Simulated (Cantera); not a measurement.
# Gas-phase reforming

An isothermal, constant-pressure homogeneous reactor starts with CH4 : CO2 = 1 : 0.33 (molar parts), at 1573 K and 11000 Pa.

Computed with Cantera and GRI-Mech 3.0 (53 species, 325 reactions). GRI-Mech 3.0 stops at C3 and has no aromatics, soot or wall deposition, so with more carbon than oxygen in the feed, carbon stays in small species such as C2H2 where larger ones or solid carbon would form.

| t (s) | x CH4 | x CO2 | x OH | x CH2O | x CH2 | x H | x CO |
|---|---|---|---|---|---|---|---|
| 2.00e-6 | 0.752 | 0.248 | 3.55e-10 | <1e-12 | <1e-12 | 1.31e-7 | 1.71e-9 |
| 8.40e-6 | 0.752 | 0.248 | 3.75e-10 | <1e-12 | <1e-12 | 1.33e-7 | 8.97e-9 |
| 3.53e-5 | 0.752 | 0.248 | 3.75e-10 | 2.59e-11 | 1.80e-11 | 1.33e-7 | 3.96e-8 |
| 0.000148 | 0.752 | 0.248 | 3.81e-10 | 1.31e-9 | 3.37e-10 | 1.36e-7 | 1.70e-7 |
| 0.000621 | 0.751 | 0.248 | 4.89e-10 | 7.90e-8 | 5.20e-9 | 1.74e-7 | 8.63e-7 |
| 0.00261 | 0.749 | 0.248 | 1.37e-9 | 2.45e-6 | 3.59e-8 | 4.86e-7 | 9.94e-6 |
| 0.0110 | 0.729 | 0.246 | 8.06e-9 | 1.26e-5 | 1.16e-7 | 2.78e-6 | 0.000211 |
| 0.0460 | 0.609 | 0.228 | 4.31e-8 | 9.70e-6 | 1.07e-7 | 1.31e-5 | 0.00319 |
| 0.193 | 0.382 | 0.172 | 1.45e-7 | 3.75e-6 | 6.45e-8 | 2.97e-5 | 0.0254 |
| 0.811 | 0.143 | 0.0600 | 4.65e-7 | 8.47e-7 | 4.87e-8 | 5.21e-5 | 0.106 |
| 3.40 | 0.0350 | 0.0113 | 5.84e-7 | 1.30e-7 | 3.03e-8 | 8.26e-5 | 0.162 |
| 14.3 | 0.0178 | 0.00506 | 2.22e-7 | 2.79e-8 | 1.27e-8 | 9.22e-5 | 0.215 |
| 60.0 | 0.00846 | 0.000321 | 1.28e-8 | 7.83e-9 | 4.05e-9 | 9.67e-5 | 0.248 |
x: mole fraction; the columns are a selection and need not sum to one.

Equilibrium at this temperature and pressure: CH4 0.00748, CO2 2.50e-8, OH 1.01e-12, CH2O 7.36e-9, CH2 3.38e-9, H 9.71e-5, CO 0.250 (gas phase only).
